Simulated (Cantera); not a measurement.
Feed: 1 mol SiH2Cl2, 0.051 mol C3H8, 1700 mol H2, 0.078 mol CH4, at 270 Pa.

These are equilibrium values from Cantera (NASA tables, ideal gas, pure condensed phases), not measurements of a reactor. Candidate condensed phases: C, C6H6, C7H8, C8H18, Si, SiC; 109 gas species. Mutual solubility and eutectic melting of coexisting phases are not modelled. Gases not in the tables: Si2H6 and higher silanes. Kinetics and transport are ignored.

x: gas mole fraction; n: condensed amount in mol.

| T (K) | x H2 | x H | x HCl | x Si | x Cl | x C2H2 (acetylene) | x SiH | n Si(l) | n SiC(s) |
|---|---|---|---|---|---|---|---|---|---|
| 1700 | 0.996 | 0.00283 | 0.00116 | 0.000251 | 2.56e-6 | 1.61e-8 | 2.02e-5 | 0.262 | 0.228 |
| 1750 | 0.994 | 0.00446 | 0.00116 | 0.000396 | 4.01e-6 | 8.16e-8 | 2.71e-5 | 0 | 0.225 |
| 1800 | 0.992 | 0.00686 | 0.00116 | 0.000408 | 6.14e-6 | 8.40e-7 | 2.41e-5 | 0 | 0.220 |
| 1850 | 0.988 | 0.0103 | 0.00116 | 0.000426 | 9.16e-6 | 7.36e-6 | 2.18e-5 | 0 | 0.194 |
| 1900 | 0.983 | 0.0151 | 0.00115 | 0.000500 | 1.34e-5 | 4.51e-5 | 2.24e-5 | 0 | 0.0547 |
| 1950 | 0.976 | 0.0218 | 0.00114 | 0.000540 | 1.91e-5 | 6.19e-5 | 2.12e-5 | 0 | 0 |
| 2000 | 0.967 | 0.0308 | 0.00113 | 0.000547 | 2.67e-5 | 6.32e-5 | 1.90e-5 | 0 | 0 |
| 2050 | 0.956 | ___ | 0.00111 | 0.000550 | ___ | 6.36e-5 | ___ | 0 | 0 |
| 2100 | 0.940 | ___ | 0.00109 | 0.000549 | ___ | 6.35e-5 | ___ | 0 | 0 |
| 2150 | 0.920 | 0.0779 | 0.00106 | 0.000547 | 6.57e-5 | 6.31e-5 | 1.33e-5 | 0 | 0 |

Task: Complete the blanks.

Result: 
- 2050, x H: 0.0427
- 2050, x Cl: 3.67e-5
- 2050, x SiH: 1.69e-5
- 2100, x H: 0.0581
- 2100, x Cl: 4.96e-5
- 2100, x SiH: 1.50e-5
